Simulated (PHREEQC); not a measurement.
0.047 g of hydrous ferric oxide (600 m²/g; 0.2 weak and 0.005 strong sites per Fe, Dzombak-Morel constants, diffuse double layer) in 1 kg of water with 0.001 mol/kgw of an inert sodium salt and 6e-06 mol/kgw Na2HAsO4, at 25 °C; the pH is set by adding NaOH or the inert anion's acid. Oxygen alone is held at its pressure in air (log pO2 = -0.68). No CO2 enters from the air. Precipitation was switched off in this run.

Base run: PHREEQC, ion-association model, wateq4f.dat. Each further column changes one thing. The table gives surface charge σ (C/m²).

```
pH      base  background salt from 0.001 to 0.0001 mol/kgw  oxide from 0.047 to 0.23 g/kgw  0.00024 mol/kgw NaF added
----  ------  --------------------------------------------  ------------------------------  -------------------------
4      0.101                                             …                               …                      0.043
4.75   0.050                                         0.021                           0.061                      0.027
5.5    0.024                                         0.009                           0.030                      0.017
6.25   0.010                                         0.004                               …                      0.009
7      0.004                                         0.001                           0.005                      0.004
7.75   0.000                                         0.000                           0.001                      0.000
8.5   -0.003                                        -0.001                          -0.002                     -0.003
9.25  -0.008                                        -0.003                          -0.007                     -0.009
10    -0.016                                        -0.008                          -0.016                     -0.018
```

### Question
What belongs in the gaps?

### Answer

- 4, background salt from 0.001 to 0.0001 mol/kgw: 0.054
- 4, oxide from 0.047 to 0.23 g/kgw: 0.116
- 6.25, oxide from 0.047 to 0.23 g/kgw: 0.013
